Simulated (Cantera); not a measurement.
Input (Python, Cantera) and output of one run.

```python
import numpy as np
import cantera as ct

gas_names = """
    CL2 TiCL4 MgCL2 SiCL4
""".split()
cond_names = """
    Ti(a) Ti(b) Ti(L) Mg(cr) Mg(L) Si(cr) Si(L)
""".split()


# ... load() reads the species with a 1 bar reference pressure and builds the phases ...
species = {s.name: s for s in load("nasa_gas.yaml", gas_names) + load("nasa_condensed.yaml", cond_names)}
# Each term lists the table entries of one substance; the one whose range holds T is used.
reactions = {
    '0.5 Ti + Cl2(g) = 0.5 TiCl4(g)':
        [(-0.5, ['Ti(a)', 'Ti(b)', 'Ti(L)']), (-1, ['CL2']), (0.5, ['TiCL4'])],
    'Mg + Cl2(g) = MgCl2(g)':
        [(-1, ['Mg(cr)', 'Mg(L)']), (-1, ['CL2']), (1, ['MgCL2'])],
    '0.5 Si + Cl2(g) = 0.5 SiCl4(g)':
        [(-0.5, ['Si(cr)', 'Si(L)']), (-1, ['CL2']), (0.5, ['SiCL4'])],
}


def pick(names, T):
    return next(species[n] for n in names if species[n].thermo.min_temp <= T <= species[n].thermo.max_temp)


results = []
for label, terms in reactions.items():
    print(label)
    print("     T/K   dH/kJ  dS/(J/K)   dG/kJ   log10 K")
    for T in [300, 748, 798, 848, 898, 948, 998, 1048, 1098, 1148, 1198]:
        used = [(nu, pick(names, T)) for nu, names in terms]
        dH = sum(nu * s.thermo.h(T) for nu, s in used) / 1e6
        dS = sum(nu * s.thermo.s(T) for nu, s in used) / 1e3
        dG = dH - T * dS / 1e3
        logK = -dG * 1e6 / (ct.gas_constant * T * np.log(10))
        results.append((label, T, dH, dS, dG, logK, [s.name for _, s in used]))
        print(f"{T:8g} {dH:8.1f} {dS:8.1f} {dG:8.1f} {logK:8.2f}")
```

Result:

```
0.5 Ti + Cl2(g) = 0.5 TiCl4(g)
     T/K   dH/kJ  dS/(J/K)   dG/kJ   log10 K
     300   -381.6    -61.0   -363.3    63.25
     748   -380.9    -59.6   -336.3    23.49
     798   -380.9    -59.5   -333.4    21.82
     848   -380.8    -59.5   -330.4    20.35
     898   -380.8    -59.5   -327.4    19.04
     948   -380.8    -59.5   -324.4    17.88
     998   -380.8    -59.5   -321.5    16.82
    1048   -380.9    -59.5   -318.5    15.87
    1098   -381.0    -59.7   -315.5    15.01
    1148   -381.2    -59.9   -312.5    14.22
    1198   -383.1    -61.5   -309.4    13.49
Mg + Cl2(g) = MgCl2(g)
     T/K   dH/kJ  dS/(J/K)   dG/kJ   log10 K
     300   -392.5     21.4   -398.9    69.45
     748   -394.0     18.5   -407.8    28.48
     798   -394.3     18.1   -408.8    26.76
     848   -394.6     17.7   -409.7    25.23
     898   -395.0     17.3   -410.5    23.88
     948   -403.9      7.7   -411.2    22.65
     998   -404.4      7.2   -411.5    21.54
    1048   -404.9      6.7   -411.9    20.53
    1098   -405.3      6.2   -412.2    19.61
    1148   -405.8      5.8   -412.5    18.77
    1198   -406.3      5.4   -412.8    18.00
0.5 Si + Cl2(g) = 0.5 SiCl4(g)
     T/K   dH/kJ  dS/(J/K)   dG/kJ   log10 K
     300   -331.4    -67.0   -311.3    54.20
     748   -330.4    -65.1   -281.7    19.67
     798   -330.2    -64.9   -278.5    18.23
     848   -330.1    -64.7   -275.2    16.95
     898   -330.0    -64.6   -272.0    15.82
     948   -329.9    -64.5   -268.8    14.81
     998   -329.8    -64.4   -265.5    13.90
    1048   -329.7    -64.3   -262.3    13.07
    1098   -329.6    -64.2   -259.1    12.33
    1148   -329.5    -64.1   -255.9    11.64
    1198   -329.3    -64.0   -252.7    11.02
```

Source: NASA polynomial tables (part measured, part estimated), evaluated in Cantera. Condensed species are held in their standard states even where they would react or evaporate.
